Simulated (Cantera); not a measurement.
An adiabatic, constant-pressure homogeneous reactor starts with CH4 : O2 : N2 : CO2 = 0.43 : 2.06 : 7.75 : 0.27 (molar parts), equivalence ratio 0.42, at 1750 K and 5.00 bar.

Computed with Cantera and GRI-Mech 3.0 (53 species, 325 reactions).

Task: Predict: time of steepest temperature rise; temperature at 0.700 s; equilibrium temperature; x(O2) at 0.700 s; x(CO2) at 0.700 s; x(NO2) at 0.700 s; x(OH) at 0.700 s.

Result: 
| Quantity | Value |
|---|---|
| time of steepest temperature rise | 37.0 µs |
| temperature at 0.700 s | 2487 K |
| equilibrium temperature | 2487 K |
| x(O2) at 0.700 s | 0.105 (gas-phase equilibrium 0.105) |
| x(CO2) at 0.700 s | 0.0633 (gas-phase equilibrium 0.0633) |
| x(NO2) at 0.700 s | 2.18e-5 (gas-phase equilibrium 2.18e-5) |
| x(OH) at 0.700 s | 0.00687 (gas-phase equilibrium 0.00687) |
